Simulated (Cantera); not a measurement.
A perfectly stirred reactor is fed with CO : H2 : O2 : N2 : CO2 = 1 : 0.19 : 1.38 : 7.75 : 0.66 (molar parts), at 5.00 bar; it is adiabatic with a 500 K inlet, and is followed from long to short residence time, starting on the burning branch (τ in s: 0.15, 0.059, 0.024, 0.0094, 0.0037, 0.0015, 0.00059, 0.00024, 9.4e-05, 3.7e-05, 1.5e-05).

Computed with Cantera and GRI-Mech 3.0 (53 species, 325 reactions). The hydrogen kinetics of GRI-Mech 3.0 are dated; newer H2 mechanisms differ, most at raised pressure.

Predict: blow-out, bracketed by the residence times tried; x(CO) at τ = 0.150 s; x(H2) at τ = 0.150 s; x(O2) at τ = 0.150 s; x(HO2) at τ = 0.150 s; x(H2O) at τ = 0.150 s; x(CO) at τ = 1.50 ms; x(H2) at τ = 1.50 ms; x(O2) at τ = 1.50 ms.


```
Item                                                                          Result
------------------------------------------------  ----------------------------------
blow-out, bracketed by the residence times tried  burning at 9.40 ms, out at 3.70 ms
x(CO) at τ = 0.150 s                                                        0.000837
x(H2) at τ = 0.150 s                                                         1.70e-5
x(O2) at τ = 0.150 s                                                          0.0760
x(HO2) at τ = 0.150 s                                                        4.53e-6
x(H2O) at τ = 0.150 s                                                         0.0182
x(CO) at τ = 1.50 ms                                                          0.0911
x(H2) at τ = 1.50 ms                                                          0.0173
x(O2) at τ = 1.50 ms                                                           0.126
```
